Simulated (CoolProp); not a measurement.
Saturated liquid density (kg/m³) of ethane: the reference equation beside estimates from Tc = 32.2 °C, pc = 4.872 MPa, ω = 0.099. Rackett uses Z = 0.29056 − 0.08775 ω.

Model: reference Helmholtz-energy equation of state, Bücker 2006, in CoolProp.

| T (°C) | reference | Rackett | van der Waals | Redlich-Kwong | Soave-Redlich-Kwong | Peng-Robinson |
|---|---|---|---|---|---|---|
| -120.65 | 582.3 | 578.7 | 378.5 | 562.0 | 561.3 | 631.8 |
| -103.35 | 561.9 | 558.8 | 366.0 | 541.2 | 542.0 | 611.2 |
| -86.15 | 540.8 | 537.9 | 352.7 | 518.4 | 520.7 | 588.2 |
| -68.85 | 518.2 | 515.4 | 338.0 | 492.8 | 496.5 | 561.8 |
| -51.65 | 494.1 | 491.3 | 321.9 | 464.2 | 469.1 | 531.6 |
| -34.45 | 467.5 | 464.7 | 303.8 | 431.8 | 437.7 | 496.3 |
| -17.15 | 436.9 | 434.4 | 282.8 | 394.0 | 400.4 | 454.0 |
| 0.05 | 400.2 | 398.3 | 257.7 | 348.8 | 355.0 | 401.6 |

Absolute difference from the reference over all 8 rows, mean and median: Rackett 0.6 and 0.6 %, van der Waals 35.0 and 34.9 %, Redlich-Kwong 6.6 and 5.5 %, Soave-Redlich-Kwong 5.8 and 4.6 %, Peng-Robinson 6.6 and 8.0 %.
